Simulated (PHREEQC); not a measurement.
Solution (25 °C): 0.16 mol NH4HS and 0.0011 mol FeCl2 per kg of water. Closed to the air; pH follows from the charge balance.

Computed with PHREEQC (ion-association model, phreeqc.dat).

No solid was allowed to form.

Task: What pH does the model give?

Result: pH 8.10.

Task: In which forms is N present?

Result: NH4+ 95 %, NH3 4.6 % of the N.

The solution is supersaturated, for example in Mackinawite, so a real one may precipitate; this is no full list.
